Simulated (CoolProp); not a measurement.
The fluid at 440.4 K and 0.589 MPa is throttled through a valve to 0.215 MPa with no heat exchange. The same conditions are run with several fluids, on thermodynamics alone (safety and materials aside).

Computed with CoolProp (reference Helmholtz-energy equation of state of each fluid (isobutane: Bücker 2006; isohexane: Lemmon 2006; c-C4F8 (RC318): Platzer 1990; dimethyl ether: Wu 2011; cyclopropane: Polt 1992)). The equations of Platzer and Polt are older, rougher fits.

Question: Rank isobutane, isohexane, c-C4F8 (RC318), dimethyl ether, cyclopropane by temperature change (K), highest first.

Answer: c-C4F8 (RC318) (-2.1), cyclopropane (-2.2), isobutane (-2.5), dimethyl ether (-2.6), isohexane (-4.7)

```
fluid           final density (kg/m³)
--------------  ---------------------
isobutane                        3.49
isohexane                        5.33
c-C4F8 (RC318)                   12.0
dimethyl ether                   2.75
cyclopropane                     2.51
```
